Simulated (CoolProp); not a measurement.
R142b along the isotherm 196.85 °C: fugacity coefficient from the reference equation and from simpler models built on Tc = 137.1 °C, pc = 4.055 MPa, ω = 0.232; each cubic takes its own stable root.

Model: reference Helmholtz-energy equation of state, Lemmon 2006, in CoolProp. It is a short technical equation, of lower accuracy than the large ones.

| p (MPa) | phase | reference | Soave-Redlich-Kwong | Peng-Robinson |
|---|---|---|---|---|
| 0.135 | gas | 0.9928 | 0.9929 | 0.9918 |
| 0.27 | gas | 0.9856 | 0.9859 | 0.9837 |
| 0.405 | gas | 0.9784 | 0.9789 | 0.9756 |
| 0.541 | gas | 0.9712 | 0.9718 | 0.9676 |
| 0.676 | gas | 0.9641 | 0.9649 | 0.9596 |
| 0.811 | gas | 0.9570 | 0.9580 | 0.9517 |
| 0.946 | gas | 0.9500 | 0.9511 | 0.9438 |
| 1.08 | gas | 0.9430 | 0.9443 | 0.9361 |
| 1.22 | gas | 0.9357 | 0.9372 | 0.9280 |
| 1.35 | gas | 0.9290 | 0.9306 | 0.9206 |
| 1.49 | gas | 0.9218 | 0.9236 | 0.9127 |
| 1.62 | gas | 0.9151 | 0.9171 | 0.9053 |
| 1.76 | gas | 0.9079 | 0.9101 | 0.8975 |
| 1.89 | gas | 0.9013 | 0.9037 | 0.8902 |
| 2.03 | gas | 0.8942 | 0.8968 | 0.8825 |
